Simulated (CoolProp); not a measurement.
Vapour-liquid equilibrium of propane (1) + isopentane (2) at 0.816 MPa; x and y are mole fractions of (1).

Values from CoolProp's multi-fluid Helmholtz-energy mixture model, Lemmon 2009 and Lemmon 2006; pair parameters Kunz 2012.

### Question
Give the bubble temperature and the first vapour's composition at x = 0.45, 0.65, 0.75. Is there an azeotrope?

### Answer
x = 0.45: 320.7 K, y = 0.832; x = 0.65: 307.9 K, y = 0.921; x = 0.75: 302.8 K, y = 0.950. No azeotrope shows between x = 0.05 and 0.95.

The pair parameters rest on a limited set of measurements; away from them the model extrapolates.
